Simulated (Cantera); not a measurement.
# Transport properties of process gases

Gas mixture: 29.2 % N2, 70.8 % N2O, at 0.0133 bar, frozen composition.

Cantera's kinetic-theory transport with the Lennard-Jones parameters of GRI-Mech 3.0, ideal gas; thermal conductivity in the mixture-averaged form.

```tsv
T (K)	ρ (kg/m³)	cp (J/kg/K)	μ (µPa s)	λ (mW/m/K)	Pr	D (cm²/s) H2O	D (cm²/s) H	D (cm²/s) CO2
400	0.0158	986.2	20.2	27.4	0.725	24.0	133	15.9
500	0.0126	1046	24.2	34.8	0.728	37.0	199	24.0
600	0.0105	1096	27.9	42.0	0.729	52.3	274	33.3
700	0.00901	1139	31.4	48.9	0.731	69.5	357	43.7
800	0.00788	1177	34.6	55.5	0.733	88.7	450	55.2
900	0.00701	1210	37.6	61.9	0.735	110	550	67.7
```
D: mixture-averaged diffusion coefficient of that species in the mixture.
